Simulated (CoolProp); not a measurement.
R113 along the isobar 1.97 bar: fugacity coefficient from the reference equation and from simpler models built on Tc = 487.2 K, pc = 33.92 bar, ω = 0.253; each cubic takes its own stable root.

The numbers come from the reference Helmholtz-energy equation of state, Marx 1992 in CoolProp.

```
T (K)  phase  reference
-----  -----  ---------
420.7    gas     0.9686
427.3    gas     0.9702
433.9    gas     0.9716
440.5    gas     0.9730
447.1    gas     0.9742
453.8    gas     0.9754
460.4    gas     0.9766
467      gas     0.9776
473.6    gas     0.9786
480.2    gas     0.9796
486.8    gas     0.9805
493.4    gas     0.9813
500      gas     0.9821
```

Task: How far does each simpler model (Redlich-Kwong, Peng-Robinson) lie from the reference over these 13 states: mean and median of the absolute difference, and the worst?

Result: 
- Redlich-Kwong: mean 0.1 %, median 0.0 %, worst +0.2 % at 420.7 K and 1.97 bar
- Peng-Robinson: mean 0.3 %, median 0.3 %, worst -0.3 % at 433.9 K and 1.97 bar
